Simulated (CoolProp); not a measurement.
Vapour-liquid equilibrium of R114 (1) + n-heptane (2) at 347.8 K; x and y are mole fractions of (1).

The numbers come from the multi-fluid Helmholtz-energy mixture model, Platzer 1990 and Span 2003; pair parameters Bell 2016 in CoolProp. This equation is an older, rougher fit; its heat capacities, sound speeds and derivatives of the liquid may be far off and weren't checked against measurements.

| x | bubble pressure (kPa) | y at the bubble point | dew pressure at overall composition x (kPa) | liquid density (mol/L) |
|---|---|---|---|---|
| 0.05 | 100.8 | 0.538 | 50.13 | 6.409 |
| 0.2 | 249.3 | 0.829 | 59.35 | 6.589 |
| 0.35 | 375.8 | 0.898 | 72.63 | 6.770 |
| 0.5 | 482.1 | 0.931 | 93.46 | 6.950 |
| 0.65 | 576.9 | 0.952 | 130.9 | 7.127 |
| 0.8 | 672.4 | 0.971 | 217.4 | 7.297 |
| 0.95 | 782.1 | 0.992 | 565.8 | 7.457 |

No azeotrope shows between x = 0.05 and 0.95.

Pair parameters are fitted to limited data, so mixtures are less certain than the pure fluids. The gap from Raoult's law changes sign with composition, which may be real or a fault of the pair parameters; it wasn't checked against measurements.
